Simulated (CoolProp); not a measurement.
Vapour-liquid equilibrium of R113 (1) + ethanol (2) at 0.339 MPa; x and y are mole fractions of (1).

Model: multi-fluid Helmholtz-energy mixture model, Marx 1992 and Schroeder 2014; pair parameters Bell 2016, in CoolProp.

| x | bubble temperature (°C) | y at the bubble point | dew temperature at overall composition x (°C) | liquid density (mol/L) |
|---|---|---|---|---|
| 0.05 | 100.4 | [?] | 111.0 | 14.71 |
| 0.125 | 90.0 | 0.562 | 108.5 | [?] |
| 0.2 | 85.6 | 0.638 | 105.9 | 13.05 |
| 0.275 | 84.0 | [?] | [?] | 12.23 |
| 0.35 | 83.6 | 0.673 | [?] | 11.48 |
| 0.425 | 83.5 | 0.675 | 96.9 | 10.80 |
| 0.5 | 83.4 | 0.676 | 93.3 | [?] |
| 0.575 | 83.4 | 0.680 | 89.3 | 9.657 |
| 0.65 | 83.2 | 0.689 | 84.9 | 9.177 |
| 0.725 | 83.2 | 0.708 | 83.3 | 8.750 |
| 0.8 | 83.5 | 0.741 | 84.5 | 8.365 |
| 0.875 | 84.5 | 0.798 | 86.2 | 8.014 |
| 0.95 | 86.7 | 0.895 | [?] | 7.683 |

Question: Some entries are withheld; supply them.

Answer: 
- 0.05, y at the bubble point: 0.342
- 0.125, liquid density (mol/L): 13.90
- 0.275, y at the bubble point: 0.665
- 0.275, dew temperature at overall composition x (°C): 103.1
- 0.35, dew temperature at overall composition x (°C): 100.1
- 0.5, liquid density (mol/L): 10.20
- 0.95, dew temperature at overall composition x (°C): 88.2

y crosses x between x = 0.65 and 0.725: the model has an azeotrope there.

Pair parameters are fitted to limited data, so mixtures are less certain than the pure fluids. With so large a gap from Raoult's law the liquid may split in two, which this calculation doesn't test in full.
